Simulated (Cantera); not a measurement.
Charge: 1 mol TiO2, 2.7 mol MgCl2, 3.5 mol O2, held at 1125 K and 22.0 mbar.

Equilibrium computed with Cantera from the NASA thermochemical tables; the gas is ideal and each condensed phase is pure. Candidate condensed phases: Mg, MgCl2, MgO, MgTiO3, MgTi2O5, Mg2TiO4, Ti, TiCl2, TiCl3, TiCl4, TiO, TiO2, Ti2O3, Ti3O5, Ti4O7; 20 gas species. Mutual solubility and eutectic melting of coexisting phases are not modelled. Condensed phases not in the tables: TiOCl, alloys, solid solutions and most ternary compounds. Equilibrium is a limit: real reactors are often held back by kinetics, nucleation or transport.

Problem. What is the equilibrium state?

Solution. 
```json
{
 "x(Cl2)": "0.543",
 "x(O2)": "0.442",
 "x(Cl)": "0.0102",
 "x(MgCl2)": "0.00460",
 "x(ClO)": "4.61e-5",
 "n(MgO(s))": "0.678 mol",
 "n(Mg2TiO4(s))": "1.000 mol",
 "gas_amount": "4.886 mol",
 "log10 activity of TiCl4(l) (absent)": "-10.46",
 "log10 activity of Ti2O3(s) (absent)": "-14.30",
 "log10 activity of Ti3O5(s) (absent)": "-15.23"
}
```
